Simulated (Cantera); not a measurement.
**Thermodynamics of boron, boron nitride and boron oxide, feed B2H6 + O2 + N2 + NH3**

Charge: 1 mol B2H6, 0.5 mol O2, 6.6 mol N2, 0.26 mol NH3, held at 7.50 Torr.

Equilibrium computed with Cantera from the NASA thermochemical tables; the gas is ideal and each condensed phase is pure. Candidate condensed phases: B, BN, B2O3, B3O3H3, H2O; 39 gas species. The feed counts by its element totals alone. Mutual solubility and eutectic melting of coexisting phases are not modelled. The tables' values for BH2 are old estimates; treat these amounts as uncertain. Equilibrium is a limit: real reactors are often held back by kinetics, nucleation or transport.

From 1548 K to 1598 K the condensed part is BN(s) + B2O3(l). From 1648 K to 2198 K the condensed part is BN(s). The main B-bearing gas is B2O3 at 1548 K and BO at 2198 K. The share of B in condensed phases is highest at 1548 K (88.4 %) and lowest at 2198 K (49.6 %).

```csv
T (K),log p N2,log p H2,log p BO,log p HBO,log p H,log p B2O3,log p B2O2,log p HBO2,n BN(s),n B2O3(l)
1548,-2.20,-2.46,-6.27,-4.38,-5.74,-4.25,-5.48,-4.09,1.35,0.211
1598,-2.20,-2.47,-5.76,-4.08,-5.51,-3.85,-4.93,-3.93,1.34,0.0835
1648,-2.21,-2.48,-5.36,-3.88,-5.29,-3.71,-4.57,-3.93,1.31,0
1698,-2.21,-2.48,-5.04,-3.75,-5.08,-3.74,-4.34,-4.04,1.27,0
1748,-2.21,-2.49,-4.75,-3.63,-4.88,-3.80,-4.15,-4.17,1.23,0
1798,-2.21,-2.49,-4.49,-3.54,-4.70,-3.90,-4.00,-4.31,1.18,0
1848,-2.21,-2.50,-4.26,-3.46,-4.52,-4.04,-3.89,-4.49,1.12,0
1898,-2.21,-2.50,-4.06,-3.41,-4.36,-4.24,-3.82,-4.69,1.08,0
1948,-2.21,-2.51,-3.90,-3.39,-4.20,-4.48,-3.79,-4.92,1.05,0
1998,-2.22,-2.51,-3.75,-3.38,-4.05,-4.76,-3.80,-5.17,1.02,0
2048,-2.22,-2.52,-3.63,-3.38,-3.91,-5.07,-3.84,-5.44,1.01,0
2098,-2.22,-2.52,-3.53,-3.40,-3.77,-5.39,-3.90,-5.72,1.00,0
2148,-2.22,-2.53,-3.44,-3.43,-3.65,-5.74,-3.98,-6.01,0.998,0
2198,-2.23,-2.54,-3.37,-3.47,-3.52,-6.10,-4.07,-6.30,0.992,0
```
log p: log10 of the partial pressure in bar; n: condensed amount in mol.
